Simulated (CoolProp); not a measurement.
Vapour-liquid equilibrium of n-butane (1) + R113 (2) at 1.07 bar; x and y are mole fractions of (1).

Computed with CoolProp (multi-fluid Helmholtz-energy mixture model, Bücker 2006 and Marx 1992; pair parameters Bell 2016).

| x | bubble temperature (K) | y at the bubble point | dew temperature at overall composition x (K) | liquid density (mol/L) |
|---|---|---|---|---|
| 0.05 | … | 0.224 | … | … |
| 0.2 | 302.1 | 0.594 | … | 8.543 |
| 0.35 | 293.2 | 0.760 | 311.9 | … |
| 0.5 | 287.0 | 0.850 | 306.3 | 9.191 |
| 0.65 | 282.3 | 0.908 | 299.4 | … |
| 0.8 | 278.5 | 0.951 | 290.6 | 9.839 |
| 0.95 | 275.2 | … | … | 10.19 |

Question: Fill in the missing entries.

Answer: 
- 0.05, bubble temperature (K): 316.1
- 0.05, dew temperature at overall composition x (K): 321.1
- 0.05, liquid density (mol/L): 8.169
- 0.2, dew temperature at overall composition x (K): 316.8
- 0.35, liquid density (mol/L): 8.875
- 0.65, liquid density (mol/L): 9.508
- 0.95, y at the bubble point: 0.988
- 0.95, dew temperature at overall composition x (K): 278.7

No azeotrope shows between x = 0.05 and 0.95.

The pair parameters rest on a limited set of measurements; away from them the model extrapolates.
